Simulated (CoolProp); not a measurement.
The numbers come from the reference Helmholtz-energy equation of state, Lemmon 2006 in CoolProp. It is a short technical equation, of lower accuracy than the large ones.

Give the vapour pressure (MPa), enthalpy of vaporisation (kJ/kg), liquid cp (kJ/(kg K)), vapour Z of saturated C3F8 (R218) at -36.15 °C.


```tsv
T (°C)	p (MPa)	enthalpy of vaporisation (kJ/kg)	liquid cp (kJ/(kg K))	vapour Z
-36.15	0.104	105	0.976	0.946
```
